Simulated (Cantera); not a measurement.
An isothermal, constant-pressure homogeneous reactor starts with 5.56 % C2H4, 94.4 % H2, at 1300 K and 13300 Pa.

Detailed kinetics in Cantera: GRI-Mech 3.0 (53 species, 325 reactions). GRI-Mech 3.0 was tuned for natural gas; its chemistry of ethylene as a main component is partial and can be far from experiment. GRI-Mech 3.0 stops at C3 and has no aromatics, soot or wall deposition, so with more carbon than oxygen in the feed, carbon stays in small species such as C2H2 where larger ones or solid carbon would form.

One state of this run: x C2H4 = 0.00893; x H2 = 0.925; x CH3 = 6.45e-6; x CH2 = 3.30e-11; x C2H2 = 0.0263. x: mole fraction; the columns are a selection and need not sum to one.

Which value of t (s) does it belong to?
(A) 2.71e-5
(B) 5.00e-6
(C) 20.0
(D) 0.00430

C, 20.0
